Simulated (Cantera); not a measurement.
Feed: 1 mol HF, 0.28 mol H2O, 6.4 mol H2, held at 1850 K and 17.0 Pa.

Equilibrium computed with Cantera from the NASA thermochemical tables; the gas is ideal and each condensed phase is pure. Candidate condensed phases: H2O; 22 gas species. Rates play no part.

Base state: H2 0.799, HF 0.128, H 0.0369, H2O 0.0357, OH 0.000122 (mole fractions); condensed: gas only.

**Question.** What changes in the equilibrium state with this change: pressure from 17.0 Pa to 0.133 bar?

**Answer.** 
| species | before | after |
|---|---|---|
| H2 | 0.799 | 0.832 |
| HF | 0.128 | 0.130 |
| H2O | 0.0357 | 0.0364 |
| H | 0.0369 | 0.00135 |
| OH | 0.000122 | 4.35e-6 |
